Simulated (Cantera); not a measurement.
A closed system holds: 1 mol SiHCl3, 0.076 mol CH4, 710 mol H2, equilibrated at 0.710 bar.

Equilibrium computed with Cantera from the NASA thermochemical tables; the gas is ideal and each condensed phase is pure. Candidate condensed phases: C, C6H6, C7H8, C8H18, Si, SiC; 109 gas species. Mutual solubility and eutectic melting of coexisting phases are not modelled. Gases not in the tables: Si2H6 and higher silanes. The numbers say what is thermodynamically allowed, not how fast it happens.

Task: At 1998 K, list the 7 most abundant gas species with their mole fractions, and the condensed phases.

Result: H2 0.994, HCl 0.00411, H 0.00190, SiH2 0.000104, Si 5.99e-5, SiCl2 4.09e-5, SiH 3.43e-5. Condensed: Si(l) + SiC(s).
